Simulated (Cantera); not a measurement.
Hydrogen reduction and annealing atmospheres: PbO + H2 + N2

Feed: 1 mol PbO, 0.65 mol H2, 11 mol N2, held at 14000 Pa.

Method: chemical equilibrium by Gibbs-energy minimisation in Cantera with the NASA 1993 tables (ideal gas, pure condensed phases). Candidate condensed phases: H2O, Pb, PbO, PbO2, Pb3O4; 27 gas species. Each liquid is taken as pure. Mutual solubility and eutectic melting of coexisting phases are not modelled. Gases not in the tables: (PbO)n polymers. Kinetics and transport are ignored.

```tsv
T (K)	log p N2	log p H2O	log p Pb	log p PbO	log p H2	log p O2	log p Pb2	log p NO	n Pb(l)	n PbO(yellow)	n PbO(l)
823	-0.88	-2.11	-6.87	-9.64	-6.26	<-12	<-12	<-12	0.650	0.350	0
873	-0.88	-2.11	-6.20	-8.63	-6.16	<-12	-12.65	<-12	0.650	0.350	0
923	-0.88	-2.11	-5.60	-7.72	-6.07	<-12	-11.64	-12.13	0.650	0.350	0
973	-0.88	-2.11	-5.06	-6.92	-5.98	<-12	-10.74	-11.23	0.649	0.350	0
1023	-0.88	-2.11	-4.57	-6.19	-5.90	-11.94	-9.93	-10.42	0.648	0.350	0
1073	-0.88	-2.11	-4.14	-5.54	-5.83	-10.91	-9.20	-9.68	0.644	0.350	0
1123	-0.88	-2.11	-3.74	-4.94	-5.76	-9.97	-8.53	-9.01	0.635	0.349	0
1173	-0.88	-2.11	-3.37	-4.41	-5.68	-9.14	-7.93	-8.42	0.615	0	0.347
1223	-0.88	-2.11	-3.04	-3.96	-5.58	-8.45	-7.37	-7.91	0.574	0	0.341
1273	-0.89	-2.11	-2.74	-3.55	-5.48	-7.81	-6.86	-7.44	0.495	0	0.327
1323	-0.89	-2.12	-2.45	-3.18	-5.39	-7.23	-6.39	-7.01	0.348	0	0.293
1373	-0.90	-2.13	-2.19	-2.83	-5.31	-6.69	-5.96	-6.62	0.0837	0	0.219
1423	-0.91	-2.14	-2.14	-2.51	-5.43	-5.82	-5.93	-6.06	0	0	0.0691
```
log p: log10 of the partial pressure in bar; n: condensed amount in mol.

From 823 K to 1123 K the condensed part is Pb(l) + PbO(yellow). From 1173 K to 1373 K the condensed part is Pb(l) + PbO(l). At 1423 K the condensed part is PbO(l).
